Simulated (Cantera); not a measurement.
What does this Cantera script print?

```python
import numpy as np
import cantera as ct

gas = ct.Solution("gri30.yaml", transport_model="mixture-averaged")
show = ['N2', 'H2O', 'NH3']

rows = []
print(f"{'T/K':>7s}{'rho':>11s}{'cp':>10s}{'mu':>11s}{'lambda':>11s}{'Pr':>7s}" + "".join(f"{'D_' + s:>11s}" for s in show))
for T in [400, 550, 700, 850, 1000, 1150]:
    gas.TPX = T, 1000000, {'CH4': 0.2, 'CO2': 0.38, 'CH3OH': 0.48}
    Pr = gas.cp_mass * gas.viscosity / gas.thermal_conductivity
    D = [gas.mix_diff_coeffs_mole[gas.species_index(s)] for s in show]
    rows.append([gas.density, gas.cp_mass, gas.viscosity, gas.thermal_conductivity, Pr, *D])
    print(f"{T:7g}{gas.density:11.4e}{gas.cp_mass:10.1f}{gas.viscosity:11.4e}"
          f"{gas.thermal_conductivity:11.4e}{Pr:7.3f}" + "".join(f"{d:11.4e}" for d in D))
print("SI units: kg/m3, J/kg/K, Pa s, W/m/K, m2/s")
```

Output:

```
    T/K        rho        cp         mu     lambda     Pr       D_N2      D_H2O      D_NH3
    400 1.0017e+01    1372.4 1.5901e-05 3.0441e-02  0.717 2.8457e-06 2.9913e-06 2.9067e-06
    550 7.2849e+00    1640.2 2.1291e-05 4.8286e-02  0.723 5.0328e-06 5.6174e-06 5.4214e-06
    700 5.7238e+00    1873.7 2.6202e-05 6.7158e-02  0.731 7.6706e-06 8.9335e-06 8.5721e-06
    850 4.7137e+00    2057.2 3.0707e-05 8.6022e-02  0.734 1.0715e-05 1.2862e-05 1.2286e-05
   1000 4.0067e+00    2220.2 3.4876e-05 1.0447e-01  0.741 1.4136e-05 1.7345e-05 1.6511e-05
   1150 3.4841e+00    2349.1 3.8769e-05 1.2235e-01  0.744 1.7909e-05 2.2338e-05 2.1206e-05
SI units: kg/m3, J/kg/K, Pa s, W/m/K, m2/s
```

Model: GRI-Mech 3.0 (53 species, 325 reactions), integrated in Cantera. Polar gases are described roughly by these parameters. The composition is frozen, though it would react at the higher temperatures.
